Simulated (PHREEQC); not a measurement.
Solution (20 °C): 0.0067 mol HF, 0.0016 mol NH4F and 0.2 mol H3PO4 per kg of water. Closed to the air; pH follows from the charge balance.

The numbers come from PHREEQC with the ion-association model, phreeqc.dat.

```csv
quantity,before,after
pH,1.47,2.06
H3PO4 (mol/kgw),0.159,0.0104
H2PO4- (mol/kgw),0.0407,0.00958
F- (mol/kgw),0.000212,7.08e-5
HF2- (mol/kgw),6.30e-6,1.98e-7
```

Question: What was changed between the two runs?
A) H3PO4 replaced by KH2PO4 at the same molality
B) diluted 5-fold with water
C) H3PO4 from 0.2 to 0.4 mol/kgw
D) diluted 10-fold with water
E) NH4F from 0.0016 to 0.0008 mol/kgw

Answer: D, diluted 10-fold with water

This is a speciation only: nothing precipitates in the calculation.
